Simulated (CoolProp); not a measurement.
Values from CoolProp's reference Helmholtz-energy equation of state, Lemmon 2006. It is a short technical equation, of lower accuracy than the large ones.

Question: For C3F8 (R218), give the phase and the cp (kJ/(kg K)), speed of sound (m/s), Prandtl number at 440 K and 0.125 bar; 440 K and 0.189 bar.

Answer: 
- 440 K and 0.125 bar: gas; cp 0.972, speed of sound 143, Prandtl number 0.709
- 440 K and 0.189 bar: gas; cp 0.972, speed of sound 143, Prandtl number 0.709

Viscosity comes from a separate model (Huber 2003), an estimate that may be off by 10 % or more. Thermal conductivity comes from a separate model (Huber 2003), an estimate that may be off by 10 % or more.
